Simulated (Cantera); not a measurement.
Cantera run:

```python
import numpy as np
import cantera as ct

gas_names = """
    CL CL2 H HCL H2 N NH NH2 NH3 N2 N2H2 N2H4 Si SiCL SiCL2 SiCL3 SiCL4 SiH SiHCL3 SiH2 SiH2CL2 SiH3
    SiH3CL SiH4 SiN Si2 Si2N Si3
""".split()
cond_names = """
    NH4CL(a) NH4CL(b) Si(cr) Si(L) Si3N4(a)
""".split()


# ... load() reads the species with a 1 bar reference pressure and builds the phases ...
atoms = {
    'SiH2Cl2': {'Si': 1, 'H': 2, 'CL': 2},
    'HCl': {'H': 1, 'CL': 1},
    'N2': {'N': 2},
    'Cl2': {'CL': 2},
}
top_T = {'Si3N4(a)': 2400}  # K; cautious upper limits of use, not melting points


# ... equilibrate(T, P, feed) seeds the gas with the atoms and calls Mixture.equilibrate('TP', solver="vcs", rtol=1e-11, max_steps=5000) ...
results = []
feed = {'SiH2Cl2': 1, 'HCl': 1.1, 'N2': 7.3, 'Cl2': 0.34}  # mol
P = 3500  # Pa
for T in [1023, 1123, 1223, 1323, 1423, 1523, 1623, 1723]:
    mix = equilibrate(T, P, feed)
    results.append((T, P, feed, dict(zip(mix.species_names, mix.species_moles))))
    x = sorted(zip(gas.X, gas.species_names), reverse=True)
    print(f"T = {T:g} K  P = {P:g} Pa  gas = {mix.phase_moles(0):.4g} mol")
    print("   x: " + "  ".join(f"{s} {v:.3e}" for v, s in x if v > 0.0001))
    print("   condensed (mol): " + ("  ".join(f"{mix.phase(i).name} {mix.phase_moles(i):.4g}"
          for i in range(1, mix.n_phases) if mix.phase_moles(i) > 1e-12) or "none"))
```

It prints:

```
T = 1023 K  P = 3500 Pa  gas = 9.919 mol
   x: N2 6.999e-01  HCL 1.943e-01  H2 5.907e-02  SiCL4 4.657e-02  SiHCL3 1.198e-04
   condensed (mol): Si3N4(a) 0.1788
T = 1123 K  P = 3500 Pa  gas = 9.927 mol
   x: N2 6.982e-01  HCL 2.018e-01  H2 5.512e-02  SiCL4 4.431e-02  SiCL3 3.352e-04  SiHCL3 2.075e-04
   condensed (mol): Si3N4(a) 0.1848
T = 1223 K  P = 3500 Pa  gas = 9.938 mol
   x: N2 6.967e-01  HCL 2.074e-01  H2 5.210e-02  SiCL4 4.179e-02  SiCL3 1.365e-03  SiCL2 3.554e-04  SiHCL3 3.240e-04
   condensed (mol): Si3N4(a) 0.1881
T = 1323 K  P = 3500 Pa  gas = 9.972 mol
   x: N2 6.950e-01  HCL 2.100e-01  H2 5.021e-02  SiCL4 3.738e-02  SiCL3 4.273e-03  SiCL2 2.672e-03  SiHCL3 4.534e-04
   condensed (mol): Si3N4(a) 0.1845
T = 1423 K  P = 3500 Pa  gas = 10.09 mol
   x: N2 6.921e-01  HCL 2.057e-01  H2 5.058e-02  SiCL4 2.777e-02  SiCL2 1.357e-02  SiCL3 9.759e-03  SiHCL3 5.303e-04
   condensed (mol): Si3N4(a) 0.1597
T = 1523 K  P = 3500 Pa  gas = 10.35 mol
   x: N2 6.875e-01  HCL 1.866e-01  H2 5.629e-02  SiCL2 4.275e-02  SiCL3 1.354e-02  SiCL4 1.281e-02  SiHCL3 4.338e-04
   condensed (mol): Si3N4(a) 0.0935
T = 1623 K  P = 3500 Pa  gas = 10.65 mol
   x: N2 6.853e-01  HCL 1.512e-01  SiCL2 7.990e-02  H2 6.981e-02  SiCL3 1.028e-02  SiCL4 3.084e-03  SiHCL3 2.207e-04  CL 1.665e-04
   condensed (mol): Si3N4(a) 0.001478
T = 1723 K  P = 3500 Pa  gas = 10.69 mol
   x: N2 6.826e-01  HCL 1.568e-01  SiCL2 8.532e-02  H2 6.637e-02  SiCL3 6.989e-03  SiCL4 1.074e-03  CL 4.595e-04  H 2.511e-04
   condensed (mol): none
```

Cantera equilibrium calculation (NASA polynomials, part measured and part estimated; ideal gas, pure solids and liquids). N2 is the only nitrogen source here; it is nearly inert below about 1500 K, so the nitride shown seldom forms there in practice. The tables' values for SiCl3, SiCl are old estimates; treat these amounts as uncertain.
